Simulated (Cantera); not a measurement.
# Ammonia decomposition in nitride growth gas

An isothermal, constant-pressure homogeneous reactor starts with NH3 : H2 = 1.5 : 0.16 (molar parts), at 2350 K and 30.8 Torr.

Detailed kinetics in Cantera: the gas-phase N/H chemistry of the illustrative SiF4/NH3 mechanism in the Surface Chemkin manual (1991). Walls and surfaces, which speed up NH3 decomposition in real reactors, are not modelled.

```csv
t (s),x NH3,x H2,x N2,x NH2,x N2H4
0.000700,0.879,0.111,0.00419,0.00570,5.60e-8
0.00219,0.821,0.154,0.0195,0.00532,4.88e-8
0.00684,0.670,0.265,0.0594,0.00440,3.33e-8
0.0214,0.386,0.475,0.135,0.00289,1.44e-8
0.0669,0.0969,0.688,0.211,0.00111,2.12e-9
0.209,0.000796,0.750,0.236,4.51e-5,3.49e-12
0.654,7.39e-7,0.719,0.231,1.64e-7,<1e-12
2.05,1.67e-7,0.716,0.231,3.92e-8,<1e-12
6.40,1.47e-7,0.716,0.231,3.46e-8,<1e-12
20.0,1.47e-7,0.716,0.231,3.45e-8,<1e-12
```
x: mole fraction; the columns are a selection and need not sum to one.

Equilibrium at this temperature and pressure: NH3 1.47e-7, H2 0.716, N2 0.231, NH2 3.45e-8, N2H4 <1e-12 (gas phase only).
